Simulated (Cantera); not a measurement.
Feed: 1 mol PbO, 0.2 mol CO, 10 mol H₂, held at 10.0 Torr.

Method: chemical equilibrium by Gibbs-energy minimisation in Cantera with the NASA 1993 tables (ideal gas, pure condensed phases). Candidate condensed phases: C, C₆H₆, C₇H₈, C₈H₁₈, H₂O, Pb, PbO, PbO₂, Pb₃O₄; 113 gas species. Rates play no part. All values below are at 1050 K.

Base state: H₂ 0.881, H₂O 0.0955, CO 0.0173, Pb 0.00349, CO₂ 0.00221 (mole fractions); condensed: Pb(l).

### Question
What changes in the equilibrium state with this change: CO from 0.2 to 0.064 mol?

### Answer
```
species      before     after
----------  -------  --------
H₂            0.881     0.892
H₂O          0.0955    0.0983
CO           0.0173   0.00561
Pb          0.00349   0.00349
CO₂         0.00221  0.000728
Pb(l), mol    0.964     0.965
```

### Question
What changes in the equilibrium state with this change: CO from 0.2 to 0.04 mol?

### Answer
```
species      before     after
----------  -------  --------
H₂            0.881     0.894
H₂O          0.0955    0.0988
CO           0.0173   0.00351
Pb          0.00349   0.00349
CO₂         0.00221  0.000457
Pb(l), mol    0.964     0.965
```
